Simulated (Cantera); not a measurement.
## Reactions in the system Cu-F-H

Cantera with NASA thermochemical tables; ideal gases at 1 bar, condensed phases pure. Values are per mole of reaction as written; species without (g) are pure solids or liquids, kept so even where they would boil at 1 bar.

CuF2 ⇌ Cu + 2 F(g)

```json
[
 {"T (K)": "300", "ΔH° (kJ)": "697.7", "ΔS° (J/K)": "273.2", "ΔG° (kJ)": "615.7", "log10 K": "-107.21", "condensed phases": "CuF2(s), Cu(s)"},
 {"T (K)": "1650", "ΔH° (kJ)": "631.4", "ΔS° (J/K)": "210.0", "ΔG° (kJ)": "284.9", "log10 K": "-9.02", "condensed phases": "CuF2(l), Cu(l)"},
 {"T (K)": "1725", "ΔH° (kJ)": "629.5", "ΔS° (J/K)": "208.8", "ΔG° (kJ)": "269.2", "log10 K": "-8.15", "condensed phases": "CuF2(l), Cu(l)"},
 {"T (K)": "1800", "ΔH° (kJ)": "627.6", "ΔS° (J/K)": "207.7", "ΔG° (kJ)": "253.6", "log10 K": "-7.36", "condensed phases": "CuF2(l), Cu(l)"},
 {"T (K)": "1875", "ΔH° (kJ)": "625.6", "ΔS° (J/K)": "206.7", "ΔG° (kJ)": "238.1", "log10 K": "-6.63", "condensed phases": "CuF2(l), Cu(l)"},
 {"T (K)": "1950", "ΔH° (kJ)": "623.7", "ΔS° (J/K)": "205.7", "ΔG° (kJ)": "222.6", "log10 K": "-5.96", "condensed phases": "CuF2(l), Cu(l)"},
 {"T (K)": "2025", "ΔH° (kJ)": "621.8", "ΔS° (J/K)": "204.7", "ΔG° (kJ)": "207.2", "log10 K": "-5.34", "condensed phases": "CuF2(l), Cu(l)"},
 {"T (K)": "2100", "ΔH° (kJ)": "619.8", "ΔS° (J/K)": "203.8", "ΔG° (kJ)": "191.9", "log10 K": "-4.77", "condensed phases": "CuF2(l), Cu(l)"}
]
```

CuF2 + 2 H(g) ⇌ 2 HF(g) + Cu

| T (K) | ΔH° (kJ) | ΔS° (J/K) | ΔG° (kJ) | log10 K | condensed phases |
|---|---|---|---|---|---|
| 300 | -442.2 | 73.7 | -464.3 | 80.85 | CuF2(s), Cu(s) |
| 1650 | -540.4 | -32.4 | -486.9 | 15.41 | CuF2(l), Cu(l) |
| 1725 | -543.7 | -34.4 | -484.4 | 14.67 | CuF2(l), Cu(l) |
| 1800 | -546.9 | -36.2 | -481.8 | 13.98 | CuF2(l), Cu(l) |
| 1875 | -550.1 | -37.9 | -479.0 | 13.34 | CuF2(l), Cu(l) |
| 1950 | -553.2 | -39.5 | -476.1 | 12.75 | CuF2(l), Cu(l) |
| 2025 | -556.3 | -41.1 | -473.1 | 12.20 | CuF2(l), Cu(l) |
| 2100 | -559.4 | -42.6 | -469.9 | 11.69 | CuF2(l), Cu(l) |
